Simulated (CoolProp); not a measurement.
Vapour-liquid equilibrium of 1-butene (1) + acetone (2) at 0.455 MPa; x and y are mole fractions of (1).

Computed with CoolProp (multi-fluid Helmholtz-energy mixture model, Lemmon 2005 and Lemmon 2006; pair parameters Bell 2016).

### Question
Give the bubble temperature and the first vapour's composition at x = 0.05, 0.5, 0.65. Is there an azeotrope?

### Answer
x = 0.05: 368.2 K, y = 0.289; x = 0.5: 323.9 K, y = 0.864; x = 0.65: 320.2 K, y = 0.897. No azeotrope shows between x = 0.05 and 0.95.

Pair parameters are fitted to limited data, so mixtures are less certain than the pure fluids.
